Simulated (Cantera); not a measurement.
What does this Cantera script print?

```python
import numpy as np
import cantera as ct

gas_names = """
    CL CL2 H HCL H2 Si SiCL SiCL2 SiCL3 SiCL4 SiH SiHCL3 SiH2 SiH2CL2 SiH3 SiH3CL SiH4 Si2 Si3
""".split()
cond_names = """
    Si(cr) Si(L)
""".split()


def load(file, names, dense=False):
    # The tables refer to 1 bar. Condensed volumes are neglected.
    table = {s.name: s for s in ct.Species.list_from_file(file)}
    out = []
    for n in names:
        d = dict(table[n].input_data)
        d["thermo"] = dict(d["thermo"], **{"reference-pressure": 1e5})
        if dense:
            d["equation-of-state"] = {"model": "constant-volume", "density": "1e6 g/cm^3"}
        out.append(ct.Species.from_dict(d))
    return out


gas = ct.Solution(thermo="ideal-gas", species=load("nasa_gas.yaml", gas_names))
cond = {s.name: ct.Solution(thermo="fixed-stoichiometry", species=[s], name=s.name)
        for s in load("nasa_condensed.yaml", cond_names, dense=True)}
atoms = {
    'SiHCl3': {'Si': 1, 'H': 1, 'CL': 3},
    'Cl2': {'CL': 2},
    'H2': {'H': 2},
}
top_T = {}  # K; cautious upper limits of use, not melting points


def equilibrate(T, P, feed):
    n = {}
    for name, mol in feed.items():
        for a, k in atoms[name].items():
            n[a] = n.get(a, 0.0) + k * mol
    gas.TPX = T, P, n
    mass = sum(n.values()) * gas.mean_molecular_weight
    gas.equilibrate("TP")
    valid = [c for c in cond.values() if c.min_temp <= T <= top_T.get(c.name, c.max_temp)]
    mix = ct.Mixture([(gas, mass / gas.mean_molecular_weight)] + [(c, 0.0) for c in valid])
    mix.T, mix.P = T, P
    mix.equilibrate("TP", solver="vcs", rtol=1e-11, max_steps=5000)
    return mix


results = []
feed = {'SiHCl3': 1, 'Cl2': 0.01, 'H2': 94}  # mol
P = 5600  # Pa
for T in [1048, 1098, 1148, 1198, 1248, 1298, 1348, 1398, 1448, 1498, 1548, 1598, 1648, 1698]:
    mix = equilibrate(T, P, feed)
    results.append((T, P, feed, dict(zip(mix.species_names, mix.species_moles))))
    x = sorted(zip(gas.X, gas.species_names), reverse=True)
    print(f"T = {T:g} K  P = {P:g} Pa  gas = {mix.phase_moles(0):.4g} mol")
    print("   x: " + "  ".join(f"{s} {v:.3e}" for v, s in x if v > 1e-06))
    print("   condensed (mol): " + ("  ".join(f"{mix.phase(i).name} {mix.phase_moles(i):.4g}"
          for i in range(1, mix.n_phases) if mix.phase_moles(i) > 1e-12) or "none"))
```

Output:

```
T = 1048 K  P = 5600 Pa  gas = 95.58 mol
   x: H2 9.805e-01  HCL 1.447e-02  SiCL4 2.525e-03  SiHCL3 1.751e-03  SiCL2 3.976e-04  SiCL3 2.341e-04  SiH2CL2 1.380e-04  SiH3CL 2.832e-06
   condensed (mol): Si(cr) 0.5175
T = 1098 K  P = 5600 Pa  gas = 95.71 mol
   x: H2 9.773e-01  HCL 1.871e-02  SiCL4 1.637e-03  SiHCL3 1.244e-03  SiCL2 7.273e-04  SiCL3 2.911e-04  SiH2CL2 1.131e-04  SiH3CL 2.725e-06
   condensed (mol): Si(cr) 0.6156
T = 1148 K  P = 5600 Pa  gas = 95.83 mol
   x: H2 9.745e-01  HCL 2.236e-02  SiCL2 1.126e-03  SiCL4 8.806e-04  SiHCL3 7.699e-04  SiCL3 2.997e-04  SiH2CL2 8.432e-05  SiH3CL 2.487e-06
   condensed (mol): Si(cr) 0.6969
T = 1198 K  P = 5600 Pa  gas = 95.91 mol
   x: H2 9.726e-01  HCL 2.480e-02  SiCL2 1.489e-03  SiHCL3 4.150e-04  SiCL4 3.934e-04  SiCL3 2.573e-04  SiH2CL2 5.722e-05  SiH3CL 2.157e-06
   condensed (mol): Si(cr) 0.7493
T = 1248 K  P = 5600 Pa  gas = 95.96 mol
   x: H2 9.716e-01  HCL 2.606e-02  SiCL2 1.755e-03  SiHCL3 2.051e-04  SiCL3 1.949e-04  SiCL4 1.562e-04  SiH2CL2 3.659e-05  H 1.945e-06  SiH3CL 1.811e-06
   condensed (mol): Si(cr) 0.7745
T = 1298 K  P = 5600 Pa  gas = 95.99 mol
   x: H2 9.711e-01  HCL 2.659e-02  SiCL2 1.936e-03  SiCL3 1.396e-04  SiHCL3 9.913e-05  SiCL4 6.013e-05  SiH2CL2 2.302e-05  H 4.462e-06  SiH3CL 1.502e-06
   condensed (mol): Si(cr) 0.7831
T = 1348 K  P = 5600 Pa  gas = 96 mol
   x: H2 9.710e-01  HCL 2.675e-02  SiCL2 2.068e-03  SiCL3 9.879e-05  SiHCL3 4.881e-05  SiCL4 2.369e-05  SiH2CL2 1.465e-05  H 9.634e-06  SiH3CL 1.249e-06
   condensed (mol): Si(cr) 0.7834
T = 1398 K  P = 5600 Pa  gas = 96 mol
   x: H2 9.709e-01  HCL 2.676e-02  SiCL2 2.173e-03  SiCL3 7.051e-05  SiHCL3 2.489e-05  H 1.970e-05  SiCL4 9.774e-06  SiH2CL2 9.525e-06  SiH3CL 1.048e-06
   condensed (mol): Si(cr) 0.7802
T = 1448 K  P = 5600 Pa  gas = 96.01 mol
   x: H2 9.709e-01  HCL 2.671e-02  SiCL2 2.262e-03  SiCL3 5.114e-05  H 3.838e-05  SiHCL3 1.321e-05  SiH2CL2 6.353e-06  SiCL4 4.248e-06
   condensed (mol): Si(cr) 0.7754
T = 1498 K  P = 5600 Pa  gas = 96.01 mol
   x: H2 9.709e-01  HCL 2.662e-02  SiCL2 2.340e-03  H 7.155e-05  SiCL3 3.775e-05  SiHCL3 7.292e-06  SiH2CL2 4.346e-06  SiCL4 1.944e-06  CL 1.582e-06  SiH2 1.417e-06
   condensed (mol): Si(cr) 0.7701
T = 1548 K  P = 5600 Pa  gas = 96.01 mol
   x: H2 9.709e-01  HCL 2.652e-02  SiCL2 2.411e-03  H 1.282e-04  SiCL3 2.836e-05  SiHCL3 4.177e-06  SiH2CL2 3.044e-06  CL 2.797e-06  SiH2 2.647e-06  SiCL 1.774e-06
   condensed (mol): Si(cr) 0.7645
T = 1598 K  P = 5600 Pa  gas = 96.02 mol
   x: H2 9.708e-01  HCL 2.642e-02  SiCL2 2.474e-03  H 2.216e-04  SiCL3 2.167e-05  CL 4.771e-06  SiH2 4.751e-06  SiCL 3.531e-06  SiHCL3 2.477e-06  SiH2CL2 2.179e-06  Si 1.670e-06
   condensed (mol): Si(cr) 0.7587
T = 1648 K  P = 5600 Pa  gas = 96.03 mol
   x: H2 9.707e-01  HCL 2.631e-02  SiCL2 2.533e-03  H 3.708e-04  SiCL3 1.681e-05  SiH2 8.227e-06  CL 7.881e-06  SiCL 6.731e-06  Si 4.600e-06  SiH 1.973e-06  SiH2CL2 1.592e-06  SiHCL3 1.515e-06
   condensed (mol): Si(cr) 0.7527
T = 1698 K  P = 5600 Pa  gas = 96.04 mol
   x: H2 9.705e-01  HCL 2.627e-02  SiCL2 2.554e-03  H 6.020e-04  SiH2 1.356e-05  SiCL3 1.310e-05  CL 1.267e-05  SiCL 1.216e-05  Si 1.173e-05  SiH 4.258e-06  SiH2CL2 1.170e-06
   condensed (mol): Si(L) 0.7491
```

Equilibrium computed with Cantera from the NASA thermochemical tables; the gas is ideal and each condensed phase is pure. The tables' values for SiCl3, SiCl are old estimates; treat these amounts as uncertain. Gases not in the tables: Si2H6 and higher silanes.
